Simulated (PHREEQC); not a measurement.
**Copper plating or etch bath: speciation**

Consider water at 25 °C with 0.021 mol/kgw Cu(BF4)2 and 3.8e-06 mol/kgw H2SO4. Closed to the air; pH follows from the charge balance.

Model: ion-association model, wateq4f.dat, run in PHREEQC.

Precipitation was switched off in this run.

Q: Estimate the pH, ionic strength.

A: pH 2.77; ionic strength 0.0641 mol/kgw.

Q: In which forms is S present?

A: SO4-2 53 %, CuSO4 42 %, HSO4- 4.6 % of the S.

Real BF4- forms and hydrolyses slowly; the run takes it at equilibrium.
